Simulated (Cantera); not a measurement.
Input: 1 mol Fe3O4, 2.7 mol CH4, 16 mol N2, equilibrated at 0.0100 bar.

These are equilibrium values from Cantera (NASA tables, ideal gas, pure condensed phases), not measurements of a reactor. Candidate condensed phases: C, C6H6, C7H8, C8H18, Fe, Fe(CO)5, FeO, Fe(OH)2, Fe(OH)3, Fe2O3, Fe3O4, H2O; 140 gas species. Equilibrium is a limit: real reactors are often held back by kinetics, nucleation or transport.

What share of the Fe ends up in condensed phases as a function of T (K), at 1200, 1400, 1600, 1800, 2000, 2200, 2400, 2600?


```csv
T (K),Fe condensed (%),as
1200,100.0,Fe(γ)
1400,100.0,Fe(γ)
1600,99.9,Fe(γ)
1800,97.6,Fe(δ)
2000,69.3,Fe(l)
2200,0.0,-
2400,0.0,-
2600,0.0,-
```
